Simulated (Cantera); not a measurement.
Cantera run:

```python
import numpy as np
import cantera as ct

gas_names = """
    C CO CO2 C2 C2O C3 C3O2 C4 C5 Ca CaO Ca2 O O2 O3
""".split()
cond_names = """
    C(gr) Ca(a) Ca(b) Ca(L) CaCO3(caL) CaO(s) CaO(L)
""".split()


# ... load() reads the species with a 1 bar reference pressure and builds the phases ...
atoms = {
    'CaCO3': {'Ca': 1, 'C': 1, 'O': 3},
    'C': {'C': 1},
    'O2': {'O': 2},
}
top_T = {'C(gr)': 4500}  # K; cautious upper limits of use, not melting points


# ... equilibrate(T, P, feed) seeds the gas with the atoms and calls Mixture.equilibrate('TP', solver="vcs", rtol=1e-11, max_steps=5000) ...
results = []
feed = {'CaCO3': 1, 'C': 0.022, 'O2': 12}  # mol
T = 1325  # K
P = 11  # Pa
mix = equilibrate(T, P, feed)
results.append((T, P, feed, dict(zip(mix.species_names, mix.species_moles))))
print(gas.report(threshold=0.0001))
for i in range(1, mix.n_phases):
    print(f"{mix.phase(i).name:16s} {mix.phase_moles(i):12.5e} mol")
```

Result:

```
       temperature   1325 K
          pressure   11 Pa
           density   3.2892e-05 kg/m^3
  mean mol. weight   32.942 kg/kmol
   phase of matter   gas

                          1 kg             1 kmol
                     ---------------   ---------------
          enthalpy        1.4134e+05         4.656e+06  J
   internal energy       -1.9309e+05       -6.3606e+06  J
           entropy             10142         3.341e+05  J/K
    Gibbs function       -1.3297e+07       -4.3803e+08  J
 heat capacity c_p            1142.4             37633  J/K
 heat capacity c_v            890.02             29319  J/K

                      mass frac. Y      mole frac. X     chem. pot. / RT
                     ---------------   ---------------   ---------------
               CO2           0.10502          0.078612           -76.974
                O2           0.89496           0.92136           -36.586
     [  +13 minor]        1.3903e-05        2.7161e-05

C(gr)             0.00000e+00 mol
Ca(L)             0.00000e+00 mol
CaO(s)            1.00000e+00 mol
```

These are equilibrium values from Cantera (NASA tables, ideal gas, pure condensed phases), not measurements of a reactor.
